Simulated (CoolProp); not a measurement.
Saturation properties of isopentane (Tc = 460.3 K, pc = 3.378 MPa, ω = 0.227).

Computed with CoolProp (reference Helmholtz-energy equation of state, Lemmon 2006). It is a short technical equation, of lower accuracy than the large ones.

| T (K) | p (MPa) | vapour density (kg/m³) | liquid cp (kJ/(kg K)) | surface tension (mN/m) | liquid conductivity (mW/(m K)) |
|---|---|---|---|---|---|
| 283.7 | 0.05346 | 1.683 | 2.200 | 16.0 | 106 |
| 288.6 | 0.06467 | 2.009 | 2.225 | 15.5 | 105 |
| 293.5 | 0.07766 | 2.383 | 2.250 | 15.0 | 103 |
| 298.4 | 0.09261 | 2.809 | 2.275 | 14.4 | 102 |
| 303.3 | 0.1097 | 3.293 | 2.301 | 13.9 | 100 |
| 308.2 | 0.1292 | 3.838 | 2.328 | 13.4 | 98.7 |
| 313 | 0.1508 | 4.439 | 2.354 | 12.9 | 97.3 |
| 317.9 | 0.1756 | 5.124 | 2.381 | 12.4 | 95.8 |
| 322.8 | 0.2034 | 5.890 | 2.409 | 11.8 | 94.4 |
| 327.7 | 0.2345 | 6.742 | 2.438 | 11.3 | 92.9 |
| 332.6 | 0.2690 | 7.687 | 2.467 | 10.8 | 91.5 |
| 337.4 | 0.3065 | 8.712 | 2.497 | 10.3 | 90.1 |
| 342.3 | 0.3487 | 9.866 | 2.528 | 9.84 | 88.6 |

It boils at 301.0 K under 1 atm.

Thermal conductivity comes from a separate model (Vassiliou 2015). Surface tension comes from a separate correlation (Mulero 2012).
